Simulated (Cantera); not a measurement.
**N2O furnace oxynitridation**

A perfectly stirred reactor is fed with N2O : O2 : N2 = 1 : 2.2 : 0.13 (molar parts), at 0.210 bar; it is held at 1348 K, and followed from long to short residence time.

Model: GRI-Mech 3.0 (53 species, 325 reactions), integrated in Cantera. GRI-Mech 3.0 was tuned for natural gas; its chemistry of N2O as a main component is partial and can be far from experiment. The mechanism lacks the step 2 NO + O2 → 2 NO2, which can matter for NO2 below about 1400 K. The temperature is held fixed by assumption; the heat of reaction is taken as removed at once.

```
τ (s)     x N2O   x O2      x NO      x O    x NO2
-------  ------  -----  --------  -------  -------
1.7      0.0793  0.678    0.0300  1.16e-5  6.66e-5
0.66      0.141  0.673    0.0228  1.28e-5  4.92e-5
0.27      0.204  0.668    0.0141  1.34e-5  2.96e-5
0.11      0.251  0.664   0.00722  1.36e-5  1.44e-5
0.043     0.279  0.662   0.00316  1.37e-5  5.64e-6
0.017     0.291  0.661   0.00131  1.38e-5  1.84e-6
0.0070    0.297  0.661  0.000545  1.37e-5  5.15e-7
0.0028    0.299  0.661  0.000217  1.35e-5  1.10e-7
0.0011    0.300  0.661   8.30e-5  1.31e-5  1.89e-8
0.00045   0.300  0.661   3.16e-5  1.22e-5  2.97e-9
```
x: mole fraction; the columns are a selection and need not sum to one.
